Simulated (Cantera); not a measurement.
## Ammonia decomposition in nitride growth gas

An isothermal, constant-pressure homogeneous reactor starts with NH3 : H2 = 1 : 0.12 (molar parts), at 1875 K and 2670 Pa.

Computed with Cantera and the gas-phase N/H chemistry of the illustrative SiF4/NH3 mechanism in the Surface Chemkin manual (1991). Walls and surfaces, which speed up NH3 decomposition in real reactors, are not modelled.

| t (s) | x NH3 | x H2 | x NH2 | x N2H2 | x N | x N2H4 | x N2 |
|---|---|---|---|---|---|---|---|
| 2.00e-6 | 0.893 | 0.107 | 1.54e-7 | <1e-12 | <1e-12 | <1e-12 | <1e-12 |
| 9.41e-6 | 0.893 | 0.107 | 9.41e-7 | <1e-12 | <1e-12 | <1e-12 | <1e-12 |
| 4.43e-5 | 0.893 | 0.107 | 4.87e-6 | 2.57e-11 | <1e-12 | <1e-12 | <1e-12 |
| 0.000208 | 0.893 | 0.107 | 2.34e-5 | 1.88e-9 | 3.61e-12 | 1.86e-11 | 4.94e-10 |
| 0.000980 | 0.893 | 0.107 | 0.000110 | 7.57e-8 | 8.96e-10 | 4.36e-10 | 2.40e-7 |
| 0.00461 | 0.892 | 0.107 | 0.000483 | 2.21e-6 | 6.14e-8 | 8.53e-9 | 4.68e-5 |
| 0.0217 | 0.885 | 0.112 | 0.000815 | 7.36e-6 | 2.26e-7 | 2.43e-8 | 0.00173 |
| 0.102 | 0.851 | 0.138 | 0.000789 | 6.88e-6 | 2.57e-7 | 2.27e-8 | 0.0108 |
| 0.480 | 0.712 | 0.240 | 0.000689 | 5.11e-6 | 3.45e-7 | 1.73e-8 | 0.0475 |
| 2.26 | 0.355 | 0.503 | 0.000427 | 1.85e-6 | 4.52e-7 | 6.65e-9 | 0.142 |
| 10.6 | 0.0426 | 0.732 | 9.84e-5 | 1.26e-7 | 4.39e-7 | 3.53e-10 | 0.224 |
| 50.0 | 4.69e-5 | 0.761 | 6.00e-7 | 1.23e-11 | 8.43e-8 | <1e-12 | 0.235 |
x: mole fraction; the columns are a selection and need not sum to one.

Equilibrium at this temperature and pressure: NH3 2.14e-7, H2 0.761, NH2 2.75e-9, N2H2 <1e-12, N 3.90e-10, N2H4 <1e-12, N2 0.235 (gas phase only).
